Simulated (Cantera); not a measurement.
An adiabatic, constant-volume homogeneous reactor starts with CO : H₂ : O₂ : N₂ = 1 : 0.056 : 0.251 : 3.02 (molar parts), equivalence ratio 2.1, at 1050 K and 95000 Pa.

Model: GRI-Mech 3.0 (53 species, 325 reactions), integrated in Cantera.

One state of this run: T (K) = 2193; P (bar) = 1.87; x CO = 0.134; x H₂ = 0.00252; x O₂ = 1.27e-5; x CO₂ = 0.112; x O = 6.83e-6. x: mole fraction; the columns are a selection and need not sum to one.

Q: Which value of t (s) does it belong to?
A. 1.23e-5
B. 0.00346
C. 0.0142
D. 5.04e-5

A: C, 0.0142
